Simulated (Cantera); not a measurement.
Mixture: CH4 : H2 : O2 : N2 = 1 : 0.088 : 2.62 : 9.85 (molar parts), equivalence ratio 0.78, at 1.60 bar, adiabatic and at constant pressure. Ignition delay is the time to a rise of 400 K.

Model: GRI-Mech 3.0 (53 species, 325 reactions), integrated in Cantera.

Problem. Predict: delay at 1225 K; delay at 1325 K; delay at 1425 K; delay at 1525 K; delay at 1625 K; delay at 1725 K; delay at 1825 K; apparent activation energy between 1625 and 1825 K.

Solution. 
| Property | Result |
|---|---|
| delay at 1225 K | 8.14 ms |
| delay at 1325 K | 2.72 ms |
| delay at 1425 K | 0.987 ms |
| delay at 1525 K | 0.401 ms |
| delay at 1625 K | 0.185 ms |
| delay at 1725 K | 94.6 µs |
| delay at 1825 K | 52.8 µs |
| apparent activation energy between 1625 and 1825 K | 150 kJ/mol |
